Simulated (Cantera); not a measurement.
An isothermal, constant-pressure homogeneous reactor starts with H₂ : O₂ : N₂ = 0.77 : 1 : 0.59 (molar parts), equivalence ratio 0.39, at 1275 K and 285 Torr.

Detailed kinetics in Cantera: the H2/O2 subset of GRI-Mech 3.0, which has no nitrogen chemistry. The temperature is held fixed by assumption; the heat of reaction is taken as removed at once.

x: mole fraction; the columns are a selection and need not sum to one.

| t (s) | x H₂ | x O₂ | x HO₂ | x OH | x O | x H₂O |
|---|---|---|---|---|---|---|
| 0.000100 | 0.00659 | 0.308 | 0.000145 | (withheld) | 0.00569 | 0.374 |
| 0.000215 | 0.00103 | 0.311 | 5.68e-5 | (withheld) | 0.000694 | 0.387 |
| 0.000464 | 0.000193 | 0.311 | 1.59e-5 | (withheld) | 0.000128 | 0.389 |
| 0.00100 | 3.86e-5 | 0.311 | 4.38e-6 | (withheld) | 3.20e-5 | 0.390 |
| 0.00215 | 8.63e-6 | 0.311 | 1.37e-6 | (withheld) | 9.93e-6 | 0.390 |
| 0.00464 | 2.42e-6 | 0.311 | 5.01e-7 | (withheld) | 3.58e-6 | 0.390 |
| 0.0100 | 8.49e-7 | 0.311 | 2.10e-7 | (withheld) | 1.43e-6 | 0.390 |
| 0.0215 | 3.43e-7 | 0.311 | 1.05e-7 | (withheld) | 6.15e-7 | 0.390 |
| 0.0464 | 1.56e-7 | 0.311 | 6.87e-8 | (withheld) | 2.85e-7 | 0.390 |
| 0.100 | 8.65e-8 | 0.311 | 6.05e-8 | (withheld) | 1.52e-7 | 0.390 |
| 0.215 | 6.59e-8 | 0.311 | 6.09e-8 | 2.25e-5 | 1.08e-7 | 0.390 |
| 0.464 | 6.30e-8 | 0.311 | 6.13e-8 | 2.18e-5 | 1.02e-7 | 0.390 |
| 1.00 | 6.30e-8 | 0.311 | 6.13e-8 | 2.18e-5 | 1.02e-7 | 0.390 |

Q: Fill in the missing entries.

A: 
- 0.000100, x OH: 0.00553
- 0.000215, x OH: 0.00173
- 0.000464, x OH: 0.000755
- 0.00100, x OH: 0.000387
- 0.00215, x OH: 0.000217
- 0.00464, x OH: 0.000130
- 0.0100, x OH: 8.21e-5
- 0.0215, x OH: 5.37e-5
- 0.0464, x OH: 3.65e-5
- 0.100, x OH: 2.66e-5
